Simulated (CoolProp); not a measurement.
A closed Brayton cycle with carbon dioxide: compressor inlet 331.15 K and 8.6 MPa, high pressure 24.9 MPa, turbine inlet 825 K, compressor efficiency 0.8, turbine efficiency 0.9, recuperator effectiveness 0.8 (on enthalpy, no pinch check). Each further row changes one setting.

Model: reference Helmholtz-energy equation of state, Span 1996, in CoolProp.

```
case                           thermal efficiency (%)  net work (kJ/kg)  compressor to turbine work  compressor exit (K)  turbine exit (K)
-----------------------------  ----------------------  ----------------  --------------------------  -------------------  ----------------
as stated                                        27.7              76.3                        0.45                425.0             698.2
turbine inlet 775 K                              26.1              66.6                        0.48                425.0             652.7
compressor inlet 341.15 K                        26.3              69.5                        0.50                441.3             698.2
high pressure 21.2 MPa                           26.5              68.1                        0.43                410.3             716.8
recuperator effectiveness 0.5                    20.6              76.3                        0.45                425.0             698.2
```
